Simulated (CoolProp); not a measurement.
Properties of R1336mzz(Z) along the isobar 3.02 MPa (Tc = 444.5 K, pc = 2.904 MPa, ω = 0.386).

The numbers come from the reference Helmholtz-energy equation of state, McLinden 2020 in CoolProp.

```csv
T (K),phase,cp (kJ/(kg K)),cv (kJ/(kg K))
234.2,liquid,1.084,0.7887
248.5,liquid,1.114,0.8164
262.8,liquid,1.143,0.8429
277.1,liquid,1.172,0.8681
291.4,liquid,1.200,0.8921
305.7,liquid,1.228,0.9147
320,liquid,1.256,0.9363
334.3,liquid,1.284,0.9569
348.5,liquid,1.315,0.9765
362.8,liquid,1.348,0.9957
377.1,liquid,1.387,1.015
391.4,liquid,1.436,1.034
```
